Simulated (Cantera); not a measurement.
Input (Python, Cantera):

```python
import numpy as np
import cantera as ct

gas = ct.Solution("gri30.yaml")
gas.TPX = 1275, 1333, {'N2O': 1, 'O2': 0.068}
reactor = ct.IdealGasConstPressureReactor(gas, energy="off", clone=False)
net = ct.ReactorNet([reactor])
net.rtol, net.atol = 1e-08, 1e-18
show = ['N2O', 'O2', 'N2', 'O', 'NO']
times = np.geomspace(0.0001, 10, 13)

steps = ct.SolutionArray(gas, extra=["t"])
rows = []
print(f"{'t/s':>10s}{'T/K':>9s}{'P/Pa':>11s}" + "".join(f"{s:>11s}" for s in show))
for t in times:
    while net.time < t:
        t_next = net.step()
        steps.append(gas.state, t=t_next)
    rows.append([np.interp(t, steps.t, y) for y in (steps.T, steps.P, *steps(*show).X.T)])
    print(f"{t:10.3e}{rows[-1][0]:9.1f}{rows[-1][1]:11.4g}" + "".join(f"{x:11.3e}" for x in rows[-1][2:]))
rate = np.gradient(steps.T, steps.t)
print("integrator steps:", len(steps.t))
if steps.T.max() > steps.T[0] + 200:
    print(f"time of steepest temperature rise: {steps.t[rate.argmax()]:.4e} s")
gas.TPX = 1275, 1333, {'N2O': 1, 'O2': 0.068}
gas.equilibrate("TP")
print(f"equilibrium (TP): T = {gas.T:.1f} K  " + "  ".join(f"{s} {gas[s].X[0]:.3e}" for s in show))
```

Output:

```
       t/s      T/K       P/Pa        N2O         O2         N2          O         NO
 1.000e-04   1275.0       1333  9.363e-01  6.367e-02  1.621e-06  1.286e-06  4.937e-08
 2.610e-04   1275.0       1333  9.363e-01  6.367e-02  4.754e-06  2.751e-06  2.948e-07
 6.813e-04   1275.0       1333  9.363e-01  6.367e-02  1.465e-05  4.588e-06  1.481e-06
 1.778e-03   1275.0       1333  9.363e-01  6.369e-02  4.388e-05  5.423e-06  5.661e-06
 4.642e-03   1275.0       1333  9.361e-01  6.372e-02  1.220e-04  5.470e-06  1.716e-05
 1.212e-02   1275.0       1333  9.358e-01  6.381e-02  3.260e-04  5.470e-06  4.719e-05
 3.162e-02   1275.0       1333  9.350e-01  6.404e-02  8.581e-04  5.470e-06  1.255e-04
 8.254e-02   1275.0       1333  9.328e-01  6.463e-02  2.244e-03  5.470e-06  3.295e-04
 2.154e-01   1275.0       1333  9.271e-01  6.617e-02  5.841e-03  5.470e-06  8.589e-04
 5.623e-01   1275.0       1333  9.125e-01  7.014e-02  1.510e-02  5.470e-06  2.221e-03
 1.468e+00   1275.0       1333  8.759e-01  8.013e-02  3.837e-02  5.469e-06  5.645e-03
 3.831e+00   1275.0       1333  7.888e-01  1.038e-01  9.363e-02  5.466e-06  1.378e-02
 1.000e+01   1275.0       1333  6.082e-01  1.530e-01  2.082e-01  5.457e-06  3.062e-02
integrator steps: 546
equilibrium (TP): T = 1275.0 K  N2O 2.776e-09  O2 3.620e-01  N2 6.376e-01  O 5.858e-07  NO 3.982e-04
```

Cantera simulation using GRI-Mech 3.0 (53 species, 325 reactions); the numbers are that mechanism's predictions, not measurements. GRI-Mech 3.0 was tuned for natural gas; its chemistry of N2O as a main component is partial and can be far from experiment. Radical loss at walls, strong at low pressure, is not modelled. The mechanism lacks the step 2 NO + O2 → 2 NO2, which can matter for NO2 below about 1400 K. The temperature is held fixed by assumption; the heat of reaction is taken as removed at once.
